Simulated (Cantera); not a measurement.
Input (Python, Cantera):

```python
import numpy as np
import cantera as ct

gas = ct.Solution("gri30.yaml")
gas.TPX = 1675, 23000, {'NO': 1, 'N2': 0.1}
inlet = ct.Reservoir(gas, clone=True)

reactor = ct.IdealGasConstPressureReactor(gas, energy="off", clone=False)
exhaust = ct.Reservoir(gas, clone=True)
tau = [9, 1.7, 0.32, 0.06, 0.011, 0.0021, 0.0004][0]
for a, b in ((inlet, reactor), (reactor, exhaust)):
    ct.MassFlowController(a, b, mdot=lambda t: reactor.mass / tau)
net = ct.ReactorNet([reactor])
show = ['NO', 'NO2', 'O', 'N2', 'N2O', 'O2']

rows = []
print(f"{'tau/s':>10s}{'T/K':>9s}" + "".join(f"{s:>11s}" for s in show))
for tau in [9, 1.7, 0.32, 0.06, 0.011, 0.0021, 0.0004]:
    net.initial_time = 0.0
    net.advance(30 * tau)
    before = gas.X
    net.advance(40 * tau)
    drift = np.max(np.abs(gas.X - before) / (gas.X + 1e-9))
    rows.append([gas.T, *gas[show].X, drift])
    print(f"{tau:10.3e}{gas.T:9.1f}" + "".join(f"{x:11.3e}" for x in gas[show].X))
```

Result:

```
     tau/s      T/K         NO        NO2          O         N2        N2O         O2
 9.000e+00   1675.0  7.394e-01  7.488e-04  2.225e-05  1.754e-01  1.919e-04  8.420e-02
 1.700e+00   1675.0  8.667e-01  4.736e-04  1.290e-05  1.118e-01  2.682e-04  2.076e-02
 3.200e-01   1675.0  9.006e-01  3.001e-04  8.586e-06  9.490e-02  2.775e-04  3.949e-03
 6.000e-02   1675.0  9.075e-01  2.188e-04  6.704e-06  9.151e-02  2.193e-04  5.821e-04
 1.100e-02   1675.0  9.088e-01  1.125e-04  4.370e-06  9.097e-02  9.851e-05  3.952e-05
 2.100e-03   1675.0  9.090e-01  2.594e-05  2.296e-06  9.091e-02  2.543e-05  1.108e-06
 4.000e-04   1675.0  9.091e-01  3.928e-06  1.408e-06  9.091e-02  5.191e-06  4.298e-08
```

Detailed kinetics in Cantera: GRI-Mech 3.0 (53 species, 325 reactions).
